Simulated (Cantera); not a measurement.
Input: 1 mol Si3H8, 4.6 mol HCl, a varied amount of N2, equilibrated at 775 °C and 0.210 bar.

These are equilibrium values from Cantera (NASA tables, ideal gas, pure condensed phases), not measurements of a reactor. Candidate condensed phases: NH4Cl, Si, Si3N4; 28 gas species. The feed counts by its element totals alone. N2 is the only nitrogen source here; it is nearly inert below about 1500 K, so the nitride shown seldom forms there in practice. Kinetics and transport are ignored.

Question: What share of the Si ends up in condensed phases as a function of n(N2) (mol), at 20, 37, 54, 71, 88, 110, 120, 140, 160?

Answer: 
```
n(N2) (mol)  Si condensed (%)        as
-----------  ----------------  --------
20                       96.0  Si3N4(s)
37                       97.4  Si3N4(s)
54                       98.0  Si3N4(s)
71                       98.4  Si3N4(s)
88                       98.7  Si3N4(s)
110                      98.9  Si3N4(s)
120                      99.0  Si3N4(s)
140                      99.1  Si3N4(s)
160                      99.2  Si3N4(s)
```
